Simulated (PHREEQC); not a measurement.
Consider water at 25 °C with 95 mmol/kgw NiSO4, 0.12 mmol/kgw NaCl and 2.9 mmol/kgw NiCl2. Closed to the air; pH follows from the charge balance.

Computed with PHREEQC (ion-association model, wateq4f.dat).

| quantity | before | after |
|---|---|---|
| pH | 6.01 | 5.98 |
| Ni+2 (mol/kgw) | 0.0534 | 0.0744 |
| SO4-2 (mol/kgw) | 0.0506 | 0.0715 |
| NiSO4 (mol/kgw) | 0.0441 | 0.0710 |
| Cl- (mol/kgw) | 0.00569 | 0.00563 |
| SI of Morenosite (NiSO4:7H2O) | -1.27 | -1.06 |

Question: Name the change that produced these shifts.
A) NiCl2 from 0.0029 to 0.0145 mol/kgw
B) NiCl2 left out
C) NiSO4 from 0.095 to 0.019 mol/kgw
D) diluted 5-fold with water
E) NiSO4 from 0.095 to 0.143 mol/kgw

Answer: E, NiSO4 from 0.095 to 0.143 mol/kgw

This is a speciation only: nothing precipitates in the calculation.
